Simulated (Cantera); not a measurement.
An adiabatic, constant-pressure homogeneous reactor starts with CH4 : O2 : N2 : CO2 = 1 : 3.33 : 12.5 : 0.63 (molar parts), equivalence ratio 0.60, at 1298 K and 12.0 bar. Integrator tolerance rtol = 1e-08.

Model: GRI-Mech 3.0 (53 species, 325 reactions), integrated in Cantera. The pressure lies above the range GRI-Mech 3.0 was tuned for (to about 10 atm).

**Question.** What does this change do: constant volume in place of constant pressure?

**Answer.** 
| quantity | before | after |
|---|---|---|
| time of steepest temperature rise | 1.05 ms | 1.00 ms |
| temperature at 0.100 s | 2395 K | 2616 K |
| equilibrium temperature | 2395 K | 2616 K |
| x(CH4) at 0.100 s | <1e-12 (gas-phase equilibrium <1e-12) | <1e-12 (gas-phase equilibrium <1e-12) |
| x(O2) at 0.100 s | 0.0705 (gas-phase equilibrium 0.0705) | 0.0684 (gas-phase equilibrium 0.0684) |
| x(CO2) at 0.100 s | 0.0911 (gas-phase equilibrium 0.0911) | 0.0883 (gas-phase equilibrium 0.0883) |
| x(HO2) at 0.100 s | 9.31e-6 (gas-phase equilibrium 9.31e-6) | 1.91e-5 (gas-phase equilibrium 1.91e-5) |
| x(CO) at 0.100 s | 0.00205 (gas-phase equilibrium 0.00205) | 0.00457 (gas-phase equilibrium 0.00457) |
| x(C2H2) at 0.100 s | <1e-12 (gas-phase equilibrium <1e-12) | <1e-12 (gas-phase equilibrium <1e-12) |
